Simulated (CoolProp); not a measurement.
A Linde-Hampson liquefier for ethylene: isothermal reversible compression at 320 K from 1 atm to 25 MPa, throttling to 1 atm, return gas leaving the recuperator 2 K below the feed. Each further row changes one setting.

Computed with CoolProp (reference Helmholtz-energy equation of state, Smukala 2000).

```csv
case,liquid yield per pass,compression work (kJ/kg of gas)
as stated,0.423,432
high pressure 50 MPa,0.418,491
warm-end temperature 350 K,0.346,498
warm-end gap 7 K,0.416,432
```
